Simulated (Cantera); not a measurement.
A perfectly stirred reactor is fed with NO : N₂ = 1 : 1.8 (molar parts), at 100.0 Torr; it is held at 1973 K, and followed from long to short residence time.

Computed with Cantera and GRI-Mech 3.0 (53 species, 325 reactions).

x: mole fraction; the columns are a selection and need not sum to one.

```json
[
 {"τ (s)": "1.4", "x NO": "0.287", "x N₂O": "3.31e-5", "x O": "0.000306", "x N₂": "0.678", "x NO₂": "7.89e-5", "x O₂": "0.0349"},
 {"τ (s)": "0.43", "x NO": "0.335", "x N₂O": "4.70e-5", "x O": "0.000202", "x N₂": "0.654", "x NO₂": "5.72e-5", "x O₂": "0.0108"},
 {"τ (s)": "0.14", "x NO": "0.350", "x N₂O": "5.16e-5", "x O": "(withheld)", "x N₂": "0.646", "x NO₂": "(withheld)", "x O₂": "(withheld)"},
 {"τ (s)": "0.044", "x NO": "0.355", "x N₂O": "5.10e-5", "x O": "0.000127", "x N₂": "0.644", "x NO₂": "3.52e-5", "x O₂": "0.000930"},
 {"τ (s)": "0.014", "x NO": "0.356", "x N₂O": "4.49e-5", "x O": "0.000103", "x N₂": "0.643", "x NO₂": "2.83e-5", "x O₂": "0.000224"},
 {"τ (s)": "0.0044", "x NO": "0.357", "x N₂O": "(withheld)", "x O": "(withheld)", "x N₂": "0.643", "x NO₂": "(withheld)", "x O₂": "(withheld)"},
 {"τ (s)": "0.0014", "x NO": "0.357", "x N₂O": "1.63e-5", "x O": "2.25e-5", "x N₂": "0.643", "x NO₂": "5.23e-6", "x O₂": "2.57e-6"},
 {"τ (s)": "0.00044", "x NO": "0.357", "x N₂O": "6.36e-6", "x O": "6.88e-6", "x N₂": "0.643", "x NO₂": "9.86e-7", "x O₂": "2.02e-7"}
]
```

**Question.** Fill in the missing entries.

**Answer.** 
- 0.14, x O: 0.000152
- 0.14, x NO₂: 4.28e-5
- 0.14, x O₂: 0.00330
- 0.0044, x N₂O: 3.17e-5
- 0.0044, x O: 6.16e-5
- 0.0044, x NO₂: 1.68e-5
- 0.0044, x O₂: 3.27e-5
